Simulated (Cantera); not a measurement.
Input: 1 mol SiHCl₃, 0.75 mol Cl₂, a varied amount of H₂, equilibrated at 950 K and 0.100 bar.

These are equilibrium values from Cantera (NASA tables, ideal gas, pure condensed phases), not measurements of a reactor. Candidate condensed phases: Si; 19 gas species. The numbers say what is thermodynamically allowed, not how fast it happens.

Problem. What share of the Si ends up in condensed phases as a function of n(H₂) (mol), at 16, 30, 58, 110, 220, 430, 830?

Solution. 
```tsv
n(H₂) (mol)	Si condensed (%)	as
16	0.0	-
30	0.0	-
58	0.0	-
110	0.0	-
220	3.6	Si(s)
430	19.2	Si(s)
830	40.5	Si(s)
```
